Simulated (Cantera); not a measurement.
Feed: 1 mol SiO2, 0.4 mol N2, equilibrated at 0.150 bar.

Cantera equilibrium calculation (NASA polynomials, part measured and part estimated; ideal gas, pure solids and liquids). Candidate condensed phases: Si, SiO2, Si2N2O, Si3N4; 16 gas species. The tables hold silica as quartz up to 1696 K and as liquid above; real silica turns to tridymite and cristobalite and melts near 1996 K. Equilibrium is a limit: real reactors are often held back by kinetics, nucleation or transport. All values below are at 1648 K.

Base state: N2 1.000 (mole fractions); condensed: SiO2(β-quartz).

Task: What changes in the equilibrium state with this change: SiO2 replaced by Si3N4?

Result: 
```tsv
species	before	after
N2	1.000	1.00
SiO2(β-quartz), mol	1.00	0
Si3N4(s), mol	0	1.00
```
